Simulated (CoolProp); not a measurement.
The fluid at 255.88 K and 0.0587 MPa is compressed adiabatically to 0.468 MPa with isentropic efficiency 0.6. The same conditions are run with several fluids, on thermodynamics alone (safety and materials aside).

The numbers come from the reference Helmholtz-energy equation of state of each fluid (C3F8 (R218): Lemmon 2006; C2F6 (R116): Lemmon 2006; R143a: Lemmon and Jacobsen 2000; R13: Platzer 1990; propylene: Lemmon 2013) in CoolProp. The equations of Platzer and Polt are older, rougher fits.

| fluid | work (kJ/kg) | final temperature (K) | final density (kg/m³) |
|---|---|---|---|
| C3F8 (R218) | 39.6 | ? | ? |
| C2F6 (R116) | ? | 332.9 | ? |
| R143a | 95.6 | 360.4 | ? |
| R13 | 79.6 | 378.6 | 15.8 |
| propylene | ? | 381.6 | ? |

Q: What belongs in the gaps?

A: 
- C3F8 (R218), final temperature (K): 312.2
- C3F8 (R218), final density (kg/m³): 37.2
- C2F6 (R116), work (kJ/kg): 56.9
- C2F6 (R116), final density (kg/m³): 24.1
- R143a, final density (kg/m³): 13.7
- propylene, work (kJ/kg): 197
- propylene, final density (kg/m³): 6.41
